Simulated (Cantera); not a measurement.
Charge: 1 mol SiH₂Cl₂, 3.1 mol NH₃, a varied amount of H₂, held at 13.3 mbar.

Cantera equilibrium calculation (NASA polynomials, part measured and part estimated; ideal gas, pure solids and liquids). Candidate condensed phases: NH₄Cl, Si, Si₃N₄; 28 gas species. Mutual solubility and eutectic melting of coexisting phases are not modelled. The tables' values for SiCl₃ are old estimates. Equilibrium is a limit: real reactors are often held back by kinetics, nucleation or transport.

Stable condensed phases, one row left out:

```
T in K \ n(H₂) in mol
         1.6 2.6 4.1 6.4  10  16  25  40
   2098    A   A   A   A   A   A   A   A
   2048    A   A   A   A   A   A   A   A
   1998    A   A   A   A   A   A   A   A
   1948    A   A   A   A   A   A   A   A
   1898    A   A   A   A   A   A   A   A
   1848    A   A   A   A   A   A   A   A
   1798    A   A   A   A   A   A   A   A
   1698    B   B   C   A   A   A   A   A
   1648    B   B   B   B   B   C   A   A
   1598    B   B   B   B   B   B   B   C
   1548    B   B   B   B   B   B   B   B
   1498    B   B   B   B   B   B   B   B
   1448    B   B   B   B   B   B   B   B
```

A: Si; B: Si₃N₄; C: Si + Si₃N₄.

**Question.** Give the row for 1748 K.

**Answer.** 1.6: Si; 2.6: Si; 4.1: Si; 6.4: Si; 10: Si; 16: Si; 25: Si; 40: Si.
